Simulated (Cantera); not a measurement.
Predominance diagram of Mg at 677 °C against the partial pressures of O₂ and Br₂ (log10, bar). Source: NASA polynomial tables (part measured, part estimated), evaluated in Cantera. Candidates: Mg(l), MgBr₂(s), MgO(s). Only these pure phases compete in this equilibrium. Not in the tables: oxide halides.

```
log p(Br₂) \ log p(O₂)
        columns: -16, -15, -14, -13, -12, -11, -10, -9, -8, -7, -6, -5, -4, -3, -2, -1, 0
      1  A A A A A A A A A B B B B B B B B
   -1.2  A A A A B B B B B B B B B B B B B
   -3.3  B B B B B B B B B B B B B B B B B
   -5.5  B B B B B B B B B B B B B B B B B
   -7.7  B B B B B B B B B B B B B B B B B
   -9.8  B B B B B B B B B B B B B B B B B
    -12  B B B B B B B B B B B B B B B B B
  -14.2  B B B B B B B B B B B B B B B B B
  -16.3  B B B B B B B B B B B B B B B B B
  -18.5  B B B B B B B B B B B B B B B B B
  -20.7  B B B B B B B B B B B B B B B B B
  -22.8  B B B B B B B B B B B B B B B B B
    -25  B B B B B B B B B B B B B B B B B
```

A: MgBr₂(s); B: MgO(s).
